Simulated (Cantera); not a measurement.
**Hydrocarbon pyrolysis for carbon deposition**

A perfectly stirred reactor is fed with 20.8 % CH4, 79.2 % N2, at 0.000938 atm; it is held at 1423 K, and followed from long to short residence time.

Cantera simulation using GRI-Mech 3.0 (53 species, 325 reactions); the numbers are that mechanism's predictions, not measurements. GRI-Mech 3.0 stops at C3 and has no aromatics, soot or wall deposition, so with more carbon than oxygen in the feed, carbon stays in small species such as C2H2 where larger ones or solid carbon would form. Radical loss at walls, strong at low pressure, is not modelled.

```tsv
τ (s)	x CH4	x H	x CH3	x C2H4	x C2H2
27	0.178	4.51e-6	0.000417	0.00283	0.00975
3.7	0.208	4.72e-8	0.000127	0.000135	2.47e-5
0.51	0.208	6.36e-9	1.80e-5	4.28e-7	7.79e-9
0.072	0.208	5.75e-9	2.54e-6	1.21e-9	2.93e-12
0.0099	0.208	5.58e-9	3.44e-7	2.76e-12	<1e-12
0.0014	0.208	4.67e-9	4.48e-8	<1e-12	<1e-12
0.00019	0.208	2.12e-9	4.59e-9	<1e-12	<1e-12
```
x: mole fraction; the columns are a selection and need not sum to one.
